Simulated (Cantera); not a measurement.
## SiF₄ + NH₃ + H₂ (silicon nitride deposition)

A closed system holds: 1 mol SiF₄, 2.1 mol NH₃, 9.7 mol H₂, held at 1.43 Torr.

Method: chemical equilibrium by Gibbs-energy minimisation in Cantera with the NASA 1993 tables (ideal gas, pure condensed phases). Candidate condensed phases: Si, Si₃N₄; 37 gas species. The tables' values for SiF₃, SiF₂ are old estimates; treat these amounts as uncertain. Equilibrium is a limit: real reactors are often held back by kinetics, nucleation or transport.

From 848 K to 1148 K the condensed part is Si₃N₄(s). From 1248 K to 1448 K nothing is condensed. The main Si-bearing gas is SiF₄ throughout.

```tsv
T (K)	log p H₂	log p N₂	log p SiF₄	log p HF	log p SiF₃	log p SiF₂	n Si₃N₄(s)
848	-2.79	-3.87	-3.89	-6.52	-9.02	-13.51	0.000148
948	-2.79	-3.87	-3.90	-6.08	-7.81	-11.30	0.000393
1048	-2.79	-3.87	-3.90	-5.73	-6.83	-9.52	0.000804
1148	-2.79	-3.87	-3.90	-5.44	-6.03	-8.05	0.00112
1248	-2.79	-3.87	-3.92	-5.20	-5.37	-6.83	0
1348	-2.79	-3.87	-3.94	-4.84	-4.97	-6.10	0
1448	-2.79	-3.88	-4.00	-4.53	-4.67	-5.54	0
```
log p: log10 of the partial pressure in bar; n: condensed amount in mol.
